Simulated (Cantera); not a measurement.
## Counterflow diffusion flame

A counterflow diffusion flame at 0.987 atm, nozzles 20 mm apart: fuel side CH4 : CO : N2 = 1 : 0.07 : 0.36 (molar parts) at 600 K, oxidiser side O2 : N2 = 0.24 : 0.76 (molar parts) at 625 K, fuel mass flux 0.98 times the oxidiser's; mixture-averaged transport, no radiation.

Cantera simulation using GRI-Mech 3.0 (53 species, 325 reactions); the numbers are that mechanism's predictions, not measurements. GRI-Mech 3.0 has no aromatics or soot, which form on the fuel side of real flames. The maximum strain rate includes the flame's own expansion and is several times the mean.

```json
[
 {"oxidiser flux (kg/m²/s)": "0.25", "max strain (1/s)": "230", "mean strain (1/s)": "53.5", "T max (K)": "2257", "peak x OH": "0.0115", "peak x H": "0.00548", "peak x NO": "0.000435", "peak x CO": "0.0773", "peak x C2H2": "0.0165"},
 {"oxidiser flux (kg/m²/s)": "0.38", "max strain (1/s)": "334", "mean strain (1/s)": "81.4", "T max (K)": "2237", "peak x OH": "0.0115", "peak x H": "0.00581", "peak x NO": "0.000392", "peak x CO": "0.0756", "peak x C2H2": "0.0156"},
 {"oxidiser flux (kg/m²/s)": "0.58", "max strain (1/s)": "491", "mean strain (1/s)": "124", "T max (K)": "2218", "peak x OH": "0.0114", "peak x H": "0.00612", "peak x NO": "0.000348", "peak x CO": "0.0740", "peak x C2H2": "0.0146"},
 {"oxidiser flux (kg/m²/s)": "0.88", "max strain (1/s)": "721", "mean strain (1/s)": "188", "T max (K)": "2200", "peak x OH": "0.0112", "peak x H": "0.00642", "peak x NO": "0.000303", "peak x CO": "0.0727", "peak x C2H2": "0.0137"},
 {"oxidiser flux (kg/m²/s)": "1.3", "max strain (1/s)": "1040", "mean strain (1/s)": "278", "T max (K)": "2182", "peak x OH": "0.0110", "peak x H": "0.00666", "peak x NO": "0.000258", "peak x CO": "0.0718", "peak x C2H2": "0.0127"},
 {"oxidiser flux (kg/m²/s)": "2", "max strain (1/s)": "1550", "mean strain (1/s)": "428", "T max (K)": "2156", "peak x OH": "0.0106", "peak x H": "0.00682", "peak x NO": "0.000202", "peak x CO": "0.0711", "peak x C2H2": "0.0115"},
 {"oxidiser flux (kg/m²/s)": "3.1", "max strain (1/s)": "2330", "mean strain (1/s)": "664", "T max (K)": "2122", "peak x OH": "0.00992", "peak x H": "0.00679", "peak x NO": "0.000143", "peak x CO": "0.0707", "peak x C2H2": "0.00990"},
 {"oxidiser flux (kg/m²/s)": "4.7", "max strain (1/s)": "3440", "mean strain (1/s)": "1010", "T max (K)": "2080", "peak x OH": "0.00896", "peak x H": "0.00647", "peak x NO": "8.93e-5", "peak x CO": "0.0707", "peak x C2H2": "0.00788"}
]
```
x: mole fraction; the columns are a selection and need not sum to one.
